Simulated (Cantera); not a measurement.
A perfectly stirred reactor is fed with NH3 : H2 = 1 : 0.22 (molar parts), at 2670 Pa; it is held at 1425 K, and followed from long to short residence time.

Cantera simulation using the gas-phase N/H chemistry of the illustrative SiF4/NH3 mechanism in the Surface Chemkin manual (1991); the numbers are that mechanism's predictions, not measurements. Walls and surfaces, which speed up NH3 decomposition in real reactors, are not modelled.

What does this change do: pressure from 2670 Pa to 54000 Pa?


| quantity | before | after |
|---|---|---|
| x(NH3) at τ = 30.0 s | 0.804 | 0.729 |
| x(H2) at τ = 30.0 s | 0.191 | 0.246 |
| x(N2) at τ = 30.0 s | 0.00421 | 0.0250 |
| x(NH2) at τ = 30.0 s | 3.13e-5 | 1.74e-5 |
| x(N2H4) at τ = 30.0 s | 9.34e-9 | 5.88e-8 |
| x(NH3) at τ = 58.0 ms | 0.820 | 0.819 |
| x(H2) at τ = 58.0 ms | 0.180 | 0.180 |
| x(N2) at τ = 58.0 ms | 7.81e-8 | 4.85e-5 |
| x(NH2) at τ = 58.0 ms | 3.44e-6 | 1.76e-5 |
| x(N2H4) at τ = 58.0 ms | 1.13e-10 | 6.00e-8 |
